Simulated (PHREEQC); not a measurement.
Solution (80 °C): 0.059 mol/kgw CuCl2 and 0.26 mol/kgw Na2SO4. Closed to the air; pH follows from the charge balance.

Model: ion-association model, phreeqc.dat, run in PHREEQC.

Each row changes one thing in this solution. Precipitation was switched off in this run.

```csv
case,pH,ionic strength (mol/kgw),Na+ (mol/kgw),SO4-2 (mol/kgw),NaSO4- (mol/kgw),HSO4- (mol/kgw)
as made,4.47,0.679,0.444,0.158,0.0765,0.000454
diluted 100-fold with water,5.06,0.00891,0.00515,0.00241,5.42e-5,6.07e-6
CuCl2 left out,6.80,0.609,0.434,0.174,0.0857,2.50e-6
Na2SO4 from 0.26 to 0.234 mol/kgw,4.45,0.625,0.403,0.144,0.0651,0.000452
```

Species that the database lacks are ignored. Constants without temperature data keep their 25 °C values here.
